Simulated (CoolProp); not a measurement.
Vapour-liquid equilibrium of CH2F2 (R32) (1) + R227EA (2) at 204.1 K; x and y are mole fractions of (1).

The numbers come from the multi-fluid Helmholtz-energy mixture model, Tillner-Roth 1997 and Lemmon 2016; pair parameters Bell 2016 in CoolProp.

| x | bubble pressure, mixture model (MPa) | bubble pressure, Raoult's law (MPa) | y, mixture model | y, Raoult's law |
|---|---|---|---|---|
| 0.05 | 0.007633 | 0.006652 | 0.377 | 0.288 |
| 0.15 | 0.01295 | 0.009978 | 0.669 | 0.575 |
| 0.25 | 0.01783 | 0.01330 | 0.785 | 0.719 |
| 0.35 | 0.02199 | 0.01663 | 0.845 | 0.805 |
| 0.45 | 0.02539 | 0.01996 | 0.880 | 0.863 |
| 0.55 | 0.02814 | 0.02328 | 0.905 | 0.904 |
| 0.65 | 0.03046 | 0.02661 | 0.924 | 0.934 |
| 0.75 | 0.03257 | 0.02993 | 0.942 | 0.958 |
| 0.85 | 0.03469 | 0.03326 | 0.961 | 0.978 |
| 0.95 | 0.03699 | 0.03659 | 0.985 | 0.993 |

The largest gap from Raoult's law is +34.1 % in bubble pressure, at x = 0.25. No azeotrope shows between x = 0.05 and 0.95.

Pair parameters are fitted to limited data, so mixtures are less certain than the pure fluids.
